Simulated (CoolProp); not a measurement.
Vapour-liquid equilibrium of ethylene (1) + n-butane (2) at 0.071 MPa; x and y are mole fractions of (1).

The numbers come from the multi-fluid Helmholtz-energy mixture model, Smukala 2000 and Bücker 2006; pair parameters Bell 2016 in CoolProp.

| x | bubble temperature, mixture model (°C) | bubble temperature, Raoult's law (°C) | y, mixture model | y, Raoult's law |
|---|---|---|---|---|
| 0.05 | -52.3 | -46.3 | 0.886 | 0.842 |
| 0.125 | -72.8 | -68.5 | 0.974 | 0.966 |
| 0.2 | -81.1 | -79.3 | 0.987 | 0.987 |
| 0.275 | … | -86.2 | 0.992 | 0.993 |
| 0.35 | -89.9 | -91.1 | … | 0.996 |
| 0.425 | -93.1 | -94.8 | 0.997 | 0.998 |
| 0.5 | -96.0 | -97.8 | 0.998 | 0.999 |
| 0.575 | -98.7 | -100.4 | 0.999 | 0.999 |
| 0.65 | … | -102.5 | 0.999 | 0.999 |
| 0.725 | -103.4 | -104.4 | 0.999 | 1.000 |
| 0.8 | -105.4 | -106.0 | 1.000 | 1.000 |
| 0.875 | -107.2 | -107.5 | 1.000 | 1.000 |
| 0.95 | -108.7 | -108.8 | 1.000 | 1.000 |

### Question
Fill in the missing entries.

### Answer

- 0.275, bubble temperature, mixture model (°C): -86.1
- 0.35, y, mixture model: 0.995
- 0.65, bubble temperature, mixture model (°C): -101.1

The largest gap from Raoult's law is -6.0 K in bubble temperature, at x = 0.05. No azeotrope shows between x = 0.05 and 0.95.

The pair parameters rest on a limited set of measurements; away from them the model extrapolates. The gap from Raoult's law changes sign with composition, which may be real or a fault of the pair parameters; it wasn't checked against measurements.
